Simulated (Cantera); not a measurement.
Premixed flame

A freely propagating, adiabatic, planar premixed flame of CH4 : O2 : N2 = 1 : 1.82 : 7.27 (molar parts), unburnt at 675 K and 1.20 bar; mixture-averaged transport, grid criteria slope 0.08 and curve 0.16, no radiation.

Model: GRI-Mech 3.0 (53 species, 325 reactions), integrated in Cantera. Burning velocities carry a grid error of a few per cent, more on coarse grids.

```json
[
 {"z (mm)": "-0.844", "T (K)": "675", "u (m/s)": "1.45", "x CH4": "0.0990", "x O2": "0.180", "x O": "<1e-8", "x CO": "2.92e-6", "x HCO": "<1e-8", "x CO2": "1.34e-7"},
 {"z (mm)": "-0.563", "T (K)": "677", "u (m/s)": "1.46", "x CH4": "0.0986", "x O2": "0.180", "x O": "<1e-8", "x CO": "3.75e-5", "x HCO": "<1e-8", "x CO2": "2.46e-6"},
 {"z (mm)": "-0.422", "T (K)": "684", "u (m/s)": "1.48", "x CH4": "0.0977", "x O2": "0.179", "x O": "<1e-8", "x CO": "0.000216", "x HCO": "<1e-8", "x CO2": "1.91e-5"},
 {"z (mm)": "-0.281", "T (K)": "738", "u (m/s)": "1.60", "x CH4": "0.0932", "x O2": "0.174", "x O": "2.61e-7", "x CO": "0.00171", "x HCO": "<1e-8", "x CO2": "0.000228"},
 {"z (mm)": "-0.141", "T (K)": "1098", "u (m/s)": "2.43", "x CH4": "0.0670", "x O2": "0.143", "x O": "1.91e-5", "x CO": "0.0152", "x HCO": "1.31e-6", "x CO2": "0.00339"},
 {"z (mm)": "-0.0703", "T (K)": "1493", "u (m/s)": "3.34", "x CH4": "0.0368", "x O2": "0.103", "x O": "0.000151", "x CO": "0.0344", "x HCO": "2.21e-5", "x CO2": "0.00966"},
 {"z (mm)": "0", "T (K)": "1864", "u (m/s)": "4.21", "x CH4": "0.00915", "x O2": "0.0559", "x O": "0.000833", "x CO": "0.0547", "x HCO": "7.04e-5", "x CO2": "0.0206"},
 {"z (mm)": "0.0703", "T (K)": "2025", "u (m/s)": "4.57", "x CH4": "0.000793", "x O2": "0.0277", "x O": "0.00239", "x CO": "0.0570", "x HCO": "2.83e-5", "x CO2": "0.0331"},
 {"z (mm)": "0.141", "T (K)": "2067", "u (m/s)": "4.66", "x CH4": "3.52e-5", "x O2": "0.0174", "x O": "0.00338", "x CO": "0.0499", "x HCO": "2.25e-6", "x CO2": "0.0430"},
 {"z (mm)": "0.281", "T (K)": "2108", "u (m/s)": "4.72", "x CH4": "7.25e-8", "x O2": "0.0124", "x O": "0.00342", "x CO": "0.0413", "x HCO": "1.00e-7", "x CO2": "0.0529"},
 {"z (mm)": "0.563", "T (K)": "2159", "u (m/s)": "4.82", "x CH4": "<1e-8", "x O2": "0.0102", "x O": "0.00282", "x CO": "0.0371", "x HCO": "6.99e-8", "x CO2": "0.0577"},
 {"z (mm)": "1.13", "T (K)": "2221", "u (m/s)": "4.94", "x CH4": "<1e-8", "x O2": "0.00806", "x O": "0.00202", "x CO": "0.0351", "x HCO": "4.70e-8", "x CO2": "0.0602"},
 {"z (mm)": "2.25", "T (K)": "2285", "u (m/s)": "5.06", "x CH4": "<1e-8", "x O2": "0.00581", "x O": "0.00127", "x CO": "0.0329", "x HCO": "2.86e-8", "x CO2": "0.0628"}
]
```
x: mole fraction of selected species; z is measured from the peak of heat release.

```json
{
  "laminar_burning_velocity": "145 cm/s",
  "thermal_thickness": "0.281 mm",
  "peak x(O)": "0.00353",
  "peak x(CO)": "0.0584",
  "peak x(HCO)": "7.08e-5",
  "grid_points": "151"
}
```
